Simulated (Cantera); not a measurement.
A perfectly stirred reactor is fed with NH3 : H2 = 1 : 8.6 (molar parts), at 0.0810 bar; it is held at 2300 K, and followed from long to short residence time.

Model: the gas-phase N/H chemistry of the illustrative SiF4/NH3 mechanism in the Surface Chemkin manual (1991), integrated in Cantera. Walls and surfaces, which speed up NH3 decomposition in real reactors, are not modelled.

Q: Predict: x(NH3) at τ = 3.60 s; x(H2) at τ = 3.60 s; x(N) at τ = 3.60 s; x(NH) at τ = 3.60 s; x(NH3) at τ = 0.140 s; x(H2) at τ = 0.140 s; x(N) at τ = 0.140 s; x(NH) at τ = 0.140 s.

A: 
```
Item                     Result
---------------------  --------
x(NH3) at τ = 3.60 s   0.000134
x(H2) at τ = 3.60 s       0.923
x(N) at τ = 3.60 s      1.59e-5
x(NH) at τ = 3.60 s     1.03e-5
x(NH3) at τ = 0.140 s    0.0124
x(H2) at τ = 0.140 s      0.940
x(N) at τ = 0.140 s     1.05e-5
x(NH) at τ = 0.140 s    3.53e-5
```
